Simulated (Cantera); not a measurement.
A closed system holds: 1 mol SiHCl3, 0.02 mol HCl, 210 mol H2, held at 0.140 bar.

Method: chemical equilibrium by Gibbs-energy minimisation in Cantera with the NASA 1993 tables (ideal gas, pure condensed phases). Candidate condensed phases: Si; 19 gas species. The tables' values for SiCl are old estimates; treat these amounts as uncertain. Gases not in the tables: Si2H6 and higher silanes. Equilibrium is a limit: real reactors are often held back by kinetics, nucleation or transport.

Problem. At 2548 K, list the 6 most abundant gas species with their mole fractions, and the condensed phases.

Solution. H2 0.903, H 0.0786, HCl 0.0127, Si 0.00396, Cl 0.000779, SiH 0.000346. Condensed: gas only.
